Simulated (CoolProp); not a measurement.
Vapour-liquid equilibrium of ethane (1) + hydrogen chloride (2) at 76.5 kPa; x and y are mole fractions of (1).

Model: multi-fluid Helmholtz-energy mixture model, Bücker 2006 and Thol 2018; pair parameters Bell 2016, in CoolProp.

```json
[
 {"x": "0.05", "bubble temperature, mixture model (K)": "179.0", "bubble temperature, Raoult's law (K)": "183.2", "y, mixture model": "0.264", "y, Raoult's law": "0.061"},
 {"x": "0.15", "bubble temperature, mixture model (K)": "175.4", "bubble temperature, Raoult's law (K)": "182.8", "y, mixture model": "0.452", "y, Raoult's law": "0.180"},
 {"x": "0.25", "bubble temperature, mixture model (K)": "174.4", "bubble temperature, Raoult's law (K)": "182.4", "y, mixture model": "0.509", "y, Raoult's law": "0.294"},
 {"x": "0.35", "bubble temperature, mixture model (K)": "174.1", "bubble temperature, Raoult's law (K)": "182.0", "y, mixture model": "0.529", "y, Raoult's law": "0.402"},
 {"x": "0.45", "bubble temperature, mixture model (K)": "174.0", "bubble temperature, Raoult's law (K)": "181.6", "y, mixture model": "0.539", "y, Raoult's law": "0.506"},
 {"x": "0.55", "bubble temperature, mixture model (K)": "173.9", "bubble temperature, Raoult's law (K)": "181.2", "y, mixture model": "0.550", "y, Raoult's law": "0.605"},
 {"x": "0.65", "bubble temperature, mixture model (K)": "174.0", "bubble temperature, Raoult's law (K)": "180.8", "y, mixture model": "0.570", "y, Raoult's law": "0.700"},
 {"x": "0.75", "bubble temperature, mixture model (K)": "174.3", "bubble temperature, Raoult's law (K)": "180.4", "y, mixture model": "0.610", "y, Raoult's law": "0.791"},
 {"x": "0.85", "bubble temperature, mixture model (K)": "175.3", "bubble temperature, Raoult's law (K)": "180.1", "y, mixture model": "0.687", "y, Raoult's law": "0.877"},
 {"x": "0.95", "bubble temperature, mixture model (K)": "177.5", "bubble temperature, Raoult's law (K)": "179.7", "y, mixture model": "0.850", "y, Raoult's law": "0.960"}
]
```

The largest gap from Raoult's law is -8.0 K in bubble temperature, at x = 0.25. y crosses x between x = 0.55 and 0.65: the model has an azeotrope there.

The pair parameters rest on a limited set of measurements; away from them the model extrapolates.
